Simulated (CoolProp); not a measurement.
Carbonyl sulfide at 201.14 K and 0.0189 MPa is compressed adiabatically to 0.124 MPa with isentropic efficiency 0.6. Each further row changes one setting.

Model: reference Helmholtz-energy equation of state, Lemmon 2006, in CoolProp. It is a short technical equation, of lower accuracy than the large ones.

| case | work (kJ/kg) | final temperature (K) | final density (kg/m³) |
|---|---|---|---|
| as stated | 107 | 361.4 | 2.50 |
| efficiency 1 | 64.3 | 302.4 | 3.00 |
| efficiency 0.65 | 99.0 | 350.3 | 2.58 |
